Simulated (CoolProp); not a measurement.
Vapour-liquid equilibrium of acetone (1) + cyclohexane (2) at 66.35 °C; x and y are mole fractions of (1).

Computed with CoolProp (multi-fluid Helmholtz-energy mixture model, Lemmon 2006 and Zhou 2014; pair parameters Bell 2016).

```
x      bubble pressure, mixture model (MPa)  bubble pressure, Raoult's law (MPa)  y, mixture model  y, Raoult's law
-----  ------------------------------------  -----------------------------------  ----------------  ---------------
0.05                                0.09092                              0.06829             0.315            0.104
0.125                                0.1155                              0.07413             0.486            0.240
0.2                                  0.1294                              0.07996             0.559            0.356
0.275                                0.1375                              0.08580             0.599            0.456
0.35                                 0.1424                              0.09164             0.626            0.543
0.425                                0.1458                              0.09747             0.646            0.620
0.5                                  0.1483                               0.1033             0.665            0.688
0.575                                0.1503                               0.1091             0.686            0.749
0.65                                 0.1519                               0.1150             0.710            0.804
0.725                                0.1529                               0.1208             0.742            0.853
0.8                                  0.1528                               0.1267             0.784            0.898
0.875                                0.1511                               0.1325             0.842            0.939
0.95                                 0.1469                               0.1383             0.924            0.977
```

The largest gap from Raoult's law is +61.8 % in bubble pressure, at x = 0.2. y crosses x between x = 0.725 and 0.8: the model has an azeotrope there.

The pair parameters rest on a limited set of measurements; away from them the model extrapolates. With so large a gap from Raoult's law the liquid may split in two, which this calculation doesn't test in full.
